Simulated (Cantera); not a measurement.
An isothermal, constant-pressure homogeneous reactor starts with NO : N2 = 1 : 1.9 (molar parts), at 1400 K and 9600 Pa. Integrator tolerance rtol = 1e-08.

Model: GRI-Mech 3.0 (53 species, 325 reactions), integrated in Cantera.

Task: What does this change do: temperature 1400 to 1848 K?

Result: 
```csv
quantity,before,after
x(NO) at 100 s,0.340 (gas-phase equilibrium 0.000675),0.0215 (gas-phase equilibrium 0.00450)
x(N2) at 100 s,0.658 (gas-phase equilibrium 0.827),0.817 (gas-phase equilibrium 0.825)
x(O2) at 100 s,0.00254 (gas-phase equilibrium 0.172),0.162 (gas-phase equilibrium 0.170)
x(N2O) at 100 s,3.37e-5 (gas-phase equilibrium 1.36e-8),2.30e-7 (gas-phase equilibrium 8.15e-8)
x(NO2) at 100 s,9.87e-5 (gas-phase equilibrium 1.40e-6),1.33e-5 (gas-phase equilibrium 2.85e-6)
```
